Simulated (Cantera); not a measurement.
A closed system holds: 1 mol BN, 8.1 mol F2, held at 0.0100 bar.

These are equilibrium values from Cantera (NASA tables, ideal gas, pure condensed phases), not measurements of a reactor. Candidate condensed phases: B, BN; 13 gas species. Equilibrium is a limit: real reactors are often held back by kinetics, nucleation or transport.

Q: At 950 K, list the 4 most abundant gas species with their mole fractions, and the condensed phases.

A: F2 0.457, F 0.394, BF3 0.0992, N2 0.0493. Condensed: gas only.
